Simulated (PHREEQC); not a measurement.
# Alkaline etch or developer

Consider water at 25 °C with 0.0019 mol/kgw NH3 and 3.4e-05 mol/kgw H3BO3. It is in equilibrium with CO2 at log p = -3.5 (atm). Otherwise closed; pH follows from the charge balance.

Equilibrium calculation in PHREEQC: ion-association model, phreeqc.dat.

Precipitation was switched off in this run.

Question: Predict the pH.

Answer: pH 8.49.

Question: In which forms is B present?

Answer: H3BO3 84 %, H2BO3- 16 % of the B.
